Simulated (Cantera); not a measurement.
A closed system holds: 1 mol Cu₂O, 0.67 mol C, 11 mol H₂, equilibrated at 2.10 bar.

Method: chemical equilibrium by Gibbs-energy minimisation in Cantera with the NASA 1993 tables (ideal gas, pure condensed phases). Candidate condensed phases: C, C₆H₆, C₇H₈, C₈H₁₈, Cu, CuO, Cu(OH)₂, Cu₂O, H₂O; 113 gas species. The numbers say what is thermodynamically allowed, not how fast it happens. All values below are at 1925 K.

Base state: H₂ 0.913, CO 0.0569, H₂O 0.0278, Cu 0.000993, H 0.000630, CO₂ 0.000403 (mole fractions); condensed: Cu(l).

Q: What changes in the equilibrium state with this change: Cu₂O replaced by MgO?

A: 
```json
[
 {"species": "H₂", "before": "0.913", "after": "0.891"},
 {"species": "CO", "before": "0.0569", "after": "0.0539"},
 {"species": "Mg", "before": "0", "after": "0.0529"},
 {"species": "H₂O", "before": "0.0278", "after": "4.00e-5"},
 {"species": "Cu", "before": "0.000993", "after": "0"},
 {"species": "MgH", "before": "0", "after": "0.00107"},
 {"species": "C₂H₂ (acetylene)", "before": "<1e-9", "after": "6.63e-5"},
 {"species": "CO₂", "before": "0.000403", "after": "5.62e-7"},
 {"species": "Cu(l), mol", "before": "1.99", "after": "0"},
 {"species": "MgO(s), mol", "before": "0", "after": "0.336"}
]
```
The tables' values for MgH are old estimates; treat these amounts as uncertain. Further candidate phases: Mg, MgCO₃, MgO, Mg(OH)₂.

Q: What changes in the equilibrium state with this change: H₂ from 11 to 0.4 mol?

A: 
```csv
species,before,after
CO,0.0569,0.506
H₂O,0.0278,0.188
H₂,0.913,0.185
CO₂,0.000403,0.120
Cu,0.000993,0.000993
OH,1.66e-6,2.50e-5
H,0.000630,0.000284
"Cu(l), mol",1.99,2.00
```
